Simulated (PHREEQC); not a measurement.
Solution (40 °C and 100 atm): 0.0017 mol/kgw MgCl2, 0.023 mol/kgw NaHCO3 and 0.0013 mol/kgw NaCl. Closed to the air; pH follows from the charge balance.

All values are PHREEQC results (ion-association model, phreeqc.dat), not measurements.

Each row changes one thing in this solution. Precipitation was switched off in this run.

```csv
case,pH,ionic strength (mol/kgw),Mg+2 (mol/kgw),MgOH+ (mol/kgw),SI of Halite (NaCl)
as made,7.93,0.0286,0.00139,9.71e-7,-5.69
NaHCO3 left out,6.66,?,0.00170,7.85e-8,?
diluted 10-fold with water,8.09,0.00294,0.000163,?,?
NaCl from 0.0013 to 0.00065 mol/kgw,7.93,0.0279,0.00139,9.77e-7,-5.76
NaCl replaced by NaAlO2 at the same molality,7.93,0.0286,0.00139,9.77e-7,-5.83
NaHCO3 from 0.023 to 0.0207 mol/kgw,7.93,0.0264,0.00141,1.01e-6,-5.72
temperature from 40 to 5 °C,8.28,0.0287,0.00144,9.22e-8,-5.66
```

### Question
Some entries are withheld; supply them.

### Answer

- NaHCO3 left out, ionic strength (mol/kgw): 0.00640
- NaHCO3 left out, SI of Halite (NaCl): -6.89
- diluted 10-fold with water, MgOH+ (mol/kgw): 2.19e-7
- diluted 10-fold with water, SI of Halite (NaCl): -7.59

Species that the database lacks are ignored. Some of these states are supersaturated (in Gibbsite (slow to form), for instance). Under pressure, the constants of complexes without a molar volume in the database are unreliable. At this temperature some constants are extrapolated from 25 °C, and those without enthalpy data are left unchanged.
